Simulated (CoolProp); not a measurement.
Vapour-liquid equilibrium of diethyl ether (1) + benzene (2) at 431.4 K; x and y are mole fractions of (1).

Computed with CoolProp (multi-fluid Helmholtz-energy mixture model, Thol 2014 and Thol 2012; pair parameters Bell 2016).

```tsv
x	bubble pressure (bar)	y at the bubble point	dew pressure at overall composition x (bar)	liquid density (mol/L)
0.05	7.473	0.115	7.117	9.097
0.125	8.387	0.258	7.530	8.943
0.2	9.308	0.374	7.992	8.787
0.275	10.24	0.472	8.512	8.628
0.35	11.19	0.555	9.101	8.465
0.425	12.15	0.627	9.774	8.297
0.5	13.13	0.691	10.55	8.125
0.575	14.14	0.748	11.44	7.946
0.65	15.17	0.799	12.49	7.760
0.725	16.24	0.847	13.72	7.564
0.8	17.35	0.891	15.18	7.357
0.875	18.51	0.933	16.93	7.136
0.95	19.73	0.973	19.00	6.895
```

No azeotrope shows between x = 0.05 and 0.95.

The pair parameters rest on a limited set of measurements; away from them the model extrapolates.
